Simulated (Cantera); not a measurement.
Feed: 1 mol c-C4F8, 0.11 mol HCl, 0.6 mol H2, equilibrated at 3102 °C and 11.0 Pa.

Equilibrium computed with Cantera from the NASA thermochemical tables; the gas is ideal and each condensed phase is pure. Candidate condensed phases: C, C6H6, C7H8, C8H18; 118 gas species. The feed counts by its element totals alone. The numbers say what is thermodynamically allowed, not how fast it happens.

Base state: F 0.600, C 0.281, H 0.0963, Cl 0.00833, C2 0.00700, CF 0.00353, HF 0.00289, C3 0.00164 (mole fractions); condensed: gas only.

**Question.** What changes in the equilibrium state with this change: temperature from 3102 °C to 3002 °C?

**Answer.** 
```json
[
 {"species": "F", "before": "0.600", "after": "0.605"},
 {"species": "C", "before": "0.281", "after": "0.262"},
 {"species": "H", "before": "0.0963", "after": "0.0955"},
 {"species": "C2", "before": "0.00700", "after": "0.0118"},
 {"species": "C3", "before": "0.00164", "after": "0.00572"},
 {"species": "HF", "before": "0.00289", "after": "0.00554"},
 {"species": "CF", "before": "0.00353", "after": "0.00609"}
]
```

**Question.** What changes in the equilibrium state with this change: pressure from 11.0 Pa to 10000 Pa?

**Answer.** 
| species | before | after |
|---|---|---|
| F | 0.600 | 0.575 |
| HF | 0.00289 | 0.143 |
| CF | 0.00353 | 0.121 |
| C | 0.281 | 0.0110 |
| CF2 | 1.18e-6 | 0.0352 |
| C3 | 0.00164 | 0.0825 |
| H | 0.0963 | 0.00547 |
| Cl | 0.00833 | 0.0124 |
| C5 | 5.42e-8 | 0.00348 |
| CF3 | <1e-9 | 5.99e-5 |

**Question.** What changes in the equilibrium state with this change: HCl from 0.11 to 0.018 mol?

**Answer.** 
```json
[
 {"species": "F", "before": "0.600", "after": "0.608"},
 {"species": "C", "before": "0.281", "after": "0.284"},
 {"species": "H", "before": "0.0963", "after": "0.0908"},
 {"species": "Cl", "before": "0.00833", "after": "0.00138"},
 {"species": "HF", "before": "0.00289", "after": "0.00277"},
 {"species": "C3", "before": "0.00164", "after": "0.00171"}
]
```
